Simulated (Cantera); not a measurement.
An adiabatic, constant-volume homogeneous reactor starts with 18.5 % H₂, 15.7 % O₂, 59.0 % N₂, 6.84 % H₂O, equivalence ratio 0.59, at 1773 K and 1.00 atm.

Cantera simulation using GRI-Mech 3.0 (53 species, 325 reactions); the numbers are that mechanism's predictions, not measurements.

One state of this run: T (K) = 2800; P (bar) = 1.50; x H₂ = 0.0166; x O₂ = 0.0633; x H₂O = 0.233; x H₂O₂ = 8.99e-7; x NO₂ = 1.49e-6. x: mole fraction; the columns are a selection and need not sum to one.

Which value of t (s) does it belong to?
(A) 6.00e-6
(B) 0.000272
(C) 7.63e-5
(D) 2.14e-5

B, 0.000272
